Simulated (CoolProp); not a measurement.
Ethylene along the isobar 119 bar: fugacity coefficient from the reference equation and from simpler models built on Tc = 282.4 K, pc = 50.42 bar, ω = 0.087; each cubic takes its own stable root.

Values from CoolProp's reference Helmholtz-energy equation of state, Smukala 2000.

```tsv
T (K)	phase	reference
252.7	liquid	0.2145
260.6	liquid	0.2494
268.4	liquid	0.2856
276.2	liquid	0.3234
284.1	supercritical	0.3626
291.9	supercritical	0.4018
299.8	supercritical	0.4414
307.6	supercritical	0.4798
```

How far does each simpler model (van der Waals, Soave-Redlich-Kwong, Peng-Robinson) lie from the reference over these 8 states: mean and median of the absolute difference, and the worst?


- van der Waals: mean 17.6 %, median 15.5 %, worst +38.1 % at 252.7 K and 119 bar
- Soave-Redlich-Kwong: mean 3.3 %, median 3.4 %, worst +3.6 % at 260.6 K and 119 bar
- Peng-Robinson: mean 2.7 %, median 2.7 %, worst -3.2 % at 307.6 K and 119 bar
